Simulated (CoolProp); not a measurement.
Propyne at 298.15 K and 0.147 MPa is compressed adiabatically to 0.846 MPa with isentropic efficiency 0.7. Each further row changes one setting.

The numbers come from the reference Helmholtz-energy equation of state, Polt 1992 in CoolProp. This equation is an older, rougher fit.

```
case             work (kJ/kg)  final temperature (K)  final density (kg/m³)
---------------  ------------  ---------------------  ---------------------
as stated                 167                    [?]                   10.7
efficiency 1              [?]                    [?]                   11.6
efficiency 0.65           180                  410.4                   10.5
```

Problem. What belongs in the gaps?

Solution. 
- as stated, final temperature (K): 403.6
- efficiency 1, work (kJ/kg): 117
- efficiency 1, final temperature (K): 377.1
